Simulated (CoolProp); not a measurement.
Water along the isobar 100000 kPa: Z from the reference equation and from simpler models built on Tc = 647.1 K, pc = 22060 kPa, ω = 0.344; each cubic takes its own stable root.

Model: reference Helmholtz-energy equation of state, Wagner 2002, in CoolProp.

| T (K) | phase | reference | Redlich-Kwong | Soave-Redlich-Kwong |
|---|---|---|---|---|
| 382.9 | liquid | 0.5696 | 0.8047 | 0.7825 |
| 402.8 | liquid | 0.5490 | 0.7784 | 0.7558 |
| 422.8 | liquid | 0.5310 | 0.7553 | 0.7326 |
| 442.8 | liquid | 0.5154 | 0.7352 | 0.7125 |
| 462.7 | liquid | 0.5020 | 0.7179 | 0.6955 |
| 482.7 | liquid | 0.4905 | 0.7029 | 0.6810 |
| 502.6 | liquid | 0.4807 | 0.6902 | 0.6691 |
| 522.6 | liquid | 0.4726 | 0.6796 | 0.6596 |
| 542.5 | liquid | 0.4662 | 0.6708 | 0.6524 |
| 562.5 | liquid | 0.4612 | 0.6639 | 0.6476 |
| 582.4 | liquid | 0.4579 | 0.6588 | 0.6451 |
| 602.4 | liquid | 0.4561 | 0.6553 | 0.6449 |
| 622.4 | liquid | 0.4561 | 0.6535 | 0.6472 |
| 642.3 | liquid | 0.4578 | 0.6533 | 0.6520 |
| 662.3 | supercritical | 0.4616 | 0.6547 | 0.6594 |
| 682.2 | supercritical | 0.4675 | 0.6577 | 0.6695 |
